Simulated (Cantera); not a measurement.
What does this Cantera script print?

```python
import numpy as np
import cantera as ct

gas = ct.Solution("gri30.yaml")
gas.TPX = 500, 1000000, {'CH4': 1, 'O2': 1.67, 'N2': 5, 'H2O': 0.69}
flame = ct.FreeFlame(gas, width=0.008)
flame.set_refine_criteria(ratio=3, slope=0.08, curve=0.16)
flame.transport_model = "mixture-averaged"
flame.solve(loglevel=0, auto=True)
z, T = flame.grid, flame.T
thick = (T[-1] - T[0]) / np.gradient(T, z).max()
show = ['CH4', 'O2', 'H2O', 'NO', 'O', 'H']
print(f"laminar burning velocity  {flame.velocity[0] * 100:.3f} cm/s")
print(f"burnt temperature         {T[-1]:.1f} K")
print(f"thermal thickness         {thick * 1e3:.4f} mm")
print(f"grid points               {len(z)}")
z0 = z[flame.heat_release_rate.argmax()]
print(f"{'z/mm':>9s}{'T/K':>9s}{'u/(m/s)':>9s}" + "".join(f"{s:>11s}" for s in show))
rows = []
for k in (-3, -2, -1.5, -1, -0.5, -0.25, 0, 0.25, 0.5, 1, 2, 4, 8):
    zz = z0 + k * thick
    rows.append([k * thick, np.interp(zz, z, T), np.interp(zz, z, flame.velocity),
                 *(np.interp(zz, z, flame.X[gas.species_index(s)]) for s in show)])
    print(f"{rows[-1][0] * 1e3:9.3f}{rows[-1][1]:9.1f}{rows[-1][2]:9.3f}" + "".join(f"{x:11.3e}" for x in rows[-1][3:]))
```

It prints:

```
laminar burning velocity  36.008 cm/s
burnt temperature         2339.8 K
thermal thickness         0.0791 mm
grid points               138
     z/mm      T/K  u/(m/s)        CH4         O2        H2O         NO          O          H
   -0.237    500.9    0.361  1.193e-01  1.993e-01  8.252e-02  9.686e-10  1.477e-15  1.409e-15
   -0.158    508.3    0.368  1.183e-01  1.982e-01  8.347e-02  1.039e-08  2.100e-13  1.617e-13
   -0.119    535.0    0.389  1.159e-01  1.956e-01  8.707e-02  5.351e-08  4.980e-12  6.547e-12
   -0.079    676.6    0.497  1.056e-01  1.837e-01  1.049e-01  5.203e-07  4.625e-10  2.016e-09
   -0.040   1217.4    0.910  6.783e-02  1.313e-01  1.669e-01  7.265e-06  1.409e-06  7.065e-06
   -0.020   1659.4    1.253  3.510e-02  8.138e-02  2.157e-01  1.787e-05  2.521e-05  1.306e-04
    0.000   2048.9    1.554  8.022e-03  3.199e-02  2.571e-01  3.317e-05  1.274e-04  1.056e-03
    0.020   2216.6    1.677  7.536e-04  8.781e-03  2.721e-01  5.536e-05  2.248e-04  2.361e-03
    0.040   2266.4    1.708  6.138e-05  2.675e-03  2.747e-01  7.183e-05  2.211e-04  2.603e-03
    0.079   2302.2    1.730  1.236e-06  6.636e-04  2.759e-01  8.417e-05  1.235e-04  1.997e-03
    0.158   2325.8    1.746  1.330e-08  2.092e-04  2.774e-01  8.993e-05  4.808e-05  1.233e-03
    0.316   2337.0    1.754  1.360e-10  8.140e-05  2.783e-01  9.274e-05  2.064e-05  8.021e-04
    0.633   2339.6    1.755  4.600e-12  5.612e-05  2.786e-01  9.528e-05  1.510e-05  6.848e-04
```

Detailed kinetics in Cantera: GRI-Mech 3.0 (53 species, 325 reactions). Burning velocities carry a grid error of a few per cent, more on coarse grids.
